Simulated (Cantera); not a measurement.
Input: 1 mol n-butane, 13 mol H₂, 7 mol N₂, at 100000 Pa.

Cantera equilibrium calculation (NASA polynomials, part measured and part estimated; ideal gas, pure solids and liquids). Candidate condensed phases: C, C₆H₆, C₇H₈, C₈H₁₈; 92 gas species. Rates play no part.

Over these rows the condensed part is C(graphite). Partial pressures as log10 of bar:

| T (K) | 1000/T (1/K) | log p HCN | log p H₂ | log p N₂ | log p CH₄ |
|---|---|---|---|---|---|
| 975 | 1.0256 | -5.82 | -0.19 | -0.53 | -1.27 |
| 1050 | 0.9524 | -5.31 | -0.16 | -0.54 | -1.57 |
| 1125 | 0.8889 | -4.86 | -0.15 | -0.55 | -1.85 |
| 1200 | 0.8333 | -4.48 | -0.15 | -0.55 | -2.10 |
| 1275 | 0.7843 | ? | -0.15 | -0.55 | -2.33 |
| 1350 | 0.7407 | -3.84 | -0.15 | -0.55 | -2.53 |

Task: Fit log p(HCN) = a + b·(1000/T) to the five rows, give the apparent enthalpy, and predict the row at 1275 K.

Result: Means: 1000/T = 0.8882, log p = -4.862. Sxy = -0.332106, Sxx = 0.0477711, so b = -6.95 and a = -4.862 − (-6.95)×0.8882 = 1.31.
Apparent enthalpy: −19.145 × (-6.95) = 133 kJ/mol. With the condensed phases at unit activity, C(graphite) + 1/2 H₂(g) + 1/2 N₂(g) = HCN(g) links this pressure to the main gases: over the six rows their terms move log p by +0.01 in all, so the slope is close to that reaction's ΔH°. The five rows lie within 0.01 of the line.
Prediction at 1275 K: 1.31 + (-6.95)×0.7843 = -4.14. The computed value is -4.14, 0.00 from the line.
